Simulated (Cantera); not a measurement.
An adiabatic, constant-pressure homogeneous reactor starts with CH₄ : O₂ : N₂ : H₂O = 1 : 2.15 : 8.09 : 0.25 (molar parts), equivalence ratio 0.93, at 1198 K and 1.01 bar.

Model: GRI-Mech 3.0 (53 species, 325 reactions), integrated in Cantera.

One state of this run: T (K) = 1213; x CH₄ = 0.0841; x O₂ = 0.185; x H₂O = 0.0242; x CH₂O = 0.000929; x CO₂ = 5.22e-6; x NO = <1e-12. x: mole fraction; the columns are a selection and need not sum to one.

Question: Which value of t (s) does it belong to?
A) 0.193
B) 0.00139
C) 0.00316
D) 0.0373

Answer: D, 0.0373
